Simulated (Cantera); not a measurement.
Cantera run:

```python
import numpy as np
import cantera as ct

gas_names = [...]  # 63 gases of nasa_gas.yaml made of F, N, O, S
cond_names = """
    S(cr1) S(cr2) S(L)
""".split()


# ... load() reads the species with a 1 bar reference pressure and builds the phases ...
atoms = {
    'SF6': {'S': 1, 'F': 6},
    'O2': {'O': 2},
    'N2': {'N': 2},
}
top_T = {}  # K; cautious upper limits of use, not melting points


# ... equilibrate(T, P, feed) seeds the gas with the atoms and calls Mixture.equilibrate('TP', solver="vcs", rtol=1e-11, max_steps=5000) ...
results = []
feed = {'SF6': 1, 'O2': 0.025, 'N2': 6.5}  # mol
P = 12  # Pa
for T in [2000, 2500, 3000, 3500, 4000, 4500, 5000]:
    mix = equilibrate(T, P, feed)
    results.append((T, P, feed, dict(zip(mix.species_names, mix.species_moles))))

top = {s: max(r[3][s] / sum(r[3][g] for g in gas_names) for r in results) for s in gas_names}
cols = sorted((s for s in top if top[s] > 0.001), key=lambda s: -top[s])[:9]
seen = [c for c in cond_names if any(r[3].get(c, 0) > 1e-12 for r in results)]
print("log10 of partial pressures in bar; condensed amounts in mol")
print(f"{'T/K':>10s}" + "".join(f"{s[:9]:>10s}" for s in cols + seen))
for T, P, feed, n in results:
    ng = sum(n[g] for g in gas_names)
    print(f"{T:10.4g}" + "".join(f"{np.log10(max(n[s] / ng * P / 1e5, 1e-99)):10.3f}" for s in cols)
          + "".join(f"{n.get(c, 0):10.4g}" for c in seen))
```

It prints:

```
log10 of partial pressures in bar; condensed amounts in mol
       T/K         N        N2         F         S        S2         O        SF        SO  Electron
      2000   -11.160    -4.230    -4.268    -5.359    -5.723    -8.494    -6.369    -6.375   -15.454
      2500    -8.654    -4.239    -4.274    -5.063    -7.409    -6.518    -7.928    -6.889   -12.015
      3000    -6.976    -4.240    -4.275    -5.053    -8.913    -6.360    -9.159    -8.583   -10.130
      3500    -5.779    -4.249    -4.278    -5.056   -10.008    -6.358   -10.056    -9.916    -8.807
      4000    -4.908    -4.315    -4.298    -5.077   -10.870    -6.377   -10.769   -10.958    -7.815
      4500    -4.351    -4.610    -4.364    -5.148   -11.653    -6.444   -11.434   -11.876    -7.062
      5000    -4.147    -5.335    -4.430    -5.232   -12.335    -6.509   -12.008   -12.651    -6.467
```

These are equilibrium values from Cantera (NASA tables, ideal gas, pure condensed phases), not measurements of a reactor.
